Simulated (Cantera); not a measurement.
Cantera run:

```python
import numpy as np
import cantera as ct

gas_names = """
    B BCL BCLF BCL2 BCL3 BF BF2 BF3 BH BHF2 BH2 BH3 BN B2 CL CLF CLF3 CL2 F F2 H HCL HF H2 H2F2 H3F3
    H4F4 H5F5 H6F6 H7F7 N NF NF2 NF3 NH NH2 NH3 N2 N2H2 N2H4
""".split()
cond_names = """
    B(b) B(L) BN(s) NH4CL(a) NH4CL(b)
""".split()


# ... load() reads the species with a 1 bar reference pressure and builds the phases ...
atoms = {
    'BN': {'B': 1, 'N': 1},
    'HCl': {'H': 1, 'CL': 1},
    'N2': {'N': 2},
    'F2': {'F': 2},
}
top_T = {'BN(s)': 3200}  # K; cautious upper limits of use, not melting points


# ... equilibrate(T, P, feed) seeds the gas with the atoms and calls Mixture.equilibrate('TP', solver="vcs", rtol=1e-11, max_steps=5000) ...
results = []
feed = {'BN': 1, 'HCl': 28, 'N2': 4.4, 'F2': 19}  # mol
P = 4.8  # Pa
for T in [1173, 1223, 1273, 1323, 1373, 1423, 1473, 1523, 1573, 1623]:
    mix = equilibrate(T, P, feed)
    results.append((T, P, feed, dict(zip(mix.species_names, mix.species_moles))))
    x = sorted(zip(gas.X, gas.species_names), reverse=True)
    print(f"T = {T:g} K  P = {P:g} Pa  gas = {mix.phase_moles(0):.4g} mol")
    print("   x: " + "  ".join(f"{s} {v:.3e}" for v, s in x if v > 0.0001))
    print("   condensed (mol): " + ("  ".join(f"{mix.phase(i).name} {mix.phase_moles(i):.4g}"
          for i in range(1, mix.n_phases) if mix.phase_moles(i) > 1e-12) or "none"))
```

It prints:

```
T = 1173 K  P = 4.8 Pa  gas = 57.73 mol
   x: HF 4.850e-01  CL 1.747e-01  CL2 1.168e-01  N2 8.488e-02  CLF 7.672e-02  F 4.453e-02  BF3 1.732e-02
   condensed (mol): none
T = 1223 K  P = 4.8 Pa  gas = 60.8 mol
   x: HF 4.605e-01  CL 2.461e-01  CL2 8.124e-02  N2 8.059e-02  F 6.321e-02  CLF 5.192e-02  BF3 1.645e-02
   condensed (mol): none
T = 1273 K  P = 4.8 Pa  gas = 63.83 mol
   x: HF 4.386e-01  CL 3.102e-01  F 7.940e-02  N2 7.676e-02  CL2 4.908e-02  CLF 3.027e-02  BF3 1.567e-02
   condensed (mol): none
T = 1323 K  P = 4.8 Pa  gas = 66.13 mol
   x: HF 4.234e-01  CL 3.552e-01  F 9.024e-02  N2 7.410e-02  CL2 2.629e-02  CLF 1.563e-02  BF3 1.512e-02
   condensed (mol): none
T = 1373 K  P = 4.8 Pa  gas = 67.5 mol
   x: HF 4.148e-01  CL 3.809e-01  F 9.615e-02  N2 7.259e-02  BF3 1.481e-02  CL2 1.317e-02  CLF 7.570e-03
   condensed (mol): none
T = 1423 K  P = 4.8 Pa  gas = 68.21 mol
   x: HF 4.105e-01  CL 3.938e-01  F 9.903e-02  N2 7.184e-02  BF3 1.466e-02  CL2 6.500e-03  CLF 3.628e-03
   condensed (mol): none
T = 1473 K  P = 4.8 Pa  gas = 68.55 mol
   x: HF 4.084e-01  CL 4.001e-01  F 1.004e-01  N2 7.148e-02  BF3 1.459e-02  CL2 3.259e-03  CLF 1.773e-03
   condensed (mol): none
T = 1523 K  P = 4.8 Pa  gas = 68.72 mol
   x: HF 4.074e-01  CL 4.031e-01  F 1.010e-01  N2 7.130e-02  BF3 1.455e-02  CL2 1.684e-03  CLF 8.959e-04
   condensed (mol): none
T = 1573 K  P = 4.8 Pa  gas = 68.81 mol
   x: HF 4.069e-01  CL 4.046e-01  F 1.014e-01  N2 7.122e-02  BF3 1.453e-02  CL2 9.011e-04  CLF 4.695e-04
   condensed (mol): none
T = 1623 K  P = 4.8 Pa  gas = 68.85 mol
   x: HF 4.066e-01  CL 4.053e-01  F 1.015e-01  N2 7.117e-02  BF3 1.452e-02  CL2 4.991e-04  CLF 2.552e-04  HCL 1.285e-04
   condensed (mol): none
```

Equilibrium computed with Cantera from the NASA thermochemical tables; the gas is ideal and each condensed phase is pure.
